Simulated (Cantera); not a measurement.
A perfectly stirred reactor is fed with 16.3 % H₂, 19.0 % O₂, 64.6 % N₂, at 14000 Pa; it is held at 1075 K, and followed from long to short residence time.

Detailed kinetics in Cantera: the H2/O2 subset of GRI-Mech 3.0, which has no nitrogen chemistry. The temperature is held fixed by assumption; the heat of reaction is taken as removed at once.

x: mole fraction; the columns are a selection and need not sum to one.

```
τ (s)       x H₂   x O₂  x H₂O   x H₂O₂      x OH    x HO₂
------  --------  -----  -----  -------  --------  -------
4.6     0.000161  0.118  0.178  5.38e-7  0.000111  3.84e-6
2.0            …  0.118  0.178        …         …        …
0.85           …  0.118  0.177        …         …        …
0.37    0.000824  0.118  0.177  1.17e-6  0.000262  1.09e-5
0.16     0.00138  0.118  0.176  1.39e-6  0.000357  1.38e-5
0.069    0.00228  0.119  0.175  1.59e-6  0.000492  1.65e-5
0.030    0.00369  0.119  0.173  1.75e-6  0.000680  1.88e-5
0.013    0.00594  0.120  0.170  1.86e-6  0.000944  2.07e-5
0.0055   0.00959  0.121  0.164  1.90e-6   0.00132  2.21e-5
0.0024    0.0151  0.124  0.156  1.86e-6   0.00178  2.29e-5
```

Task: Complete the blanks.

Result: 
- 2.0, x H₂: 0.000280
- 2.0, x H₂O₂: 7.22e-7
- 2.0, x OH: 0.000146
- 2.0, x HO₂: 5.74e-6
- 0.85, x H₂: 0.000487
- 0.85, x H₂O₂: 9.41e-7
- 0.85, x OH: 0.000195
- 0.85, x HO₂: 8.19e-6
